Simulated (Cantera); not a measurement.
## Ignition delay

Mixture: 7.01 % CH4, 4.14 % H2, 18.7 % O2, 70.1 % N2, equivalence ratio 0.86, at 11.0 bar, adiabatic and at constant volume. Ignition delay is the time to a rise of 400 K.

Detailed kinetics in Cantera: GRI-Mech 3.0 (53 species, 325 reactions). Below about 1000 K GRI-Mech 3.0 lacks low-temperature oxidation paths. Below about 950 K walls govern HO2 and H2O2 in real vessels.

```csv
T0 (K),delay (ms)
850,754
925,83.1
1000,12.5
1075,2.32
1150,0.569
1225,0.209
1300,0.103
1375,0.0590
```

| Property | Value |
|---|---|
| apparent activation energy between 1225 and 1375 K | 120 kJ/mol |
